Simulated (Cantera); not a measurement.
Charge: 1 mol MgCl2, 0.22 mol O2, 2.5 mol N2, at 1777 °C and 0.133 bar.

Cantera equilibrium calculation (NASA polynomials, part measured and part estimated; ideal gas, pure solids and liquids). Candidate condensed phases: Mg, MgCl2, MgO; 18 gas species. Rates play no part.

Base state: N2 0.656, MgCl2 0.220, Cl 0.0847, O2 0.0342, NO 0.00323, Cl2 0.00121, O 0.000493, ClO 8.32e-5 (mole fractions); condensed: MgO(s).

Q: What changes in the equilibrium state with this change: temperature from 1777 °C to 1175 °C?

A: 
```tsv
species	before	after
N2	0.656	0.693
MgCl2	0.220	0.184
Cl2	0.00121	0.0780
Cl	0.0847	0.0311
O2	0.0342	0.0141
MgCl	3.87e-5	<1e-9
O	0.000493	6.35e-7
NO	0.00323	0.000228
ClO	8.32e-5	3.55e-5
MgO(s), mol	0.166	0.338
```

Q: What changes in the equilibrium state with this change: temperature from 1777 °C to 1427 °C?

A: 
```csv
species,before,after
N2,0.656,0.666
MgCl2,0.220,0.223
Cl,0.0847,0.0606
Cl2,0.00121,0.0133
O2,0.0342,0.0362
MgCl,3.87e-5,1.94e-7
O,0.000493,2.33e-5
NO,0.00323,0.00111
ClO,8.32e-5,8.25e-5
"MgO(s), mol",0.166,0.164
```

Q: What changes in the equilibrium state with this change: N2 from 2.5 to 6 mol?

A: 
```csv
species,before,after
N2,0.656,0.819
MgCl2,0.220,0.111
Cl,0.0847,0.0499
O2,0.0342,0.0160
Cl2,0.00121,0.000420
ClO,8.32e-5,3.35e-5
O,0.000493,0.000337
NO,0.00323,0.00246
"MgO(s), mol",0.166,0.185
```
